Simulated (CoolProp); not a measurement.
Vapour-liquid equilibrium of R22 (1) + C3F8 (R218) (2) at 248.9 K; x and y are mole fractions of (1).

Computed with CoolProp (multi-fluid Helmholtz-energy mixture model, Kamei 1995 and Lemmon 2006; pair parameters Bell 2016).

```tsv
x	bubble pressure, mixture model (MPa)	bubble pressure, Raoult's law (MPa)	y, mixture model	y, Raoult's law
0.05	0.1930	0.1746	0.140	0.059
0.15	…	0.1781	0.320	0.175
0.25	0.2456	0.1815	0.427	0.286
0.35	…	0.1850	…	0.393
0.45	0.2655	0.1885	0.546	0.496
0.55	0.2685	0.1920	…	0.595
0.65	0.2685	0.1954	…	0.690
0.75	0.2652	0.1989	0.662	0.783
0.85	0.2555	0.2024	0.728	0.872
0.95	…	0.2059	0.864	0.958
```

Problem. Complete the blanks.

Solution. 
- 0.15, bubble pressure, mixture model (MPa): 0.2245
- 0.35, bubble pressure, mixture model (MPa): 0.2585
- 0.35, y, mixture model: 0.497
- 0.55, y, mixture model: 0.584
- 0.65, y, mixture model: 0.620
- 0.95, bubble pressure, mixture model (MPa): 0.2309

The largest gap from Raoult's law is +40.8 % in bubble pressure, at x = 0.45. y crosses x between x = 0.55 and 0.65: the model has an azeotrope there.

The pair parameters rest on a limited set of measurements; away from them the model extrapolates.
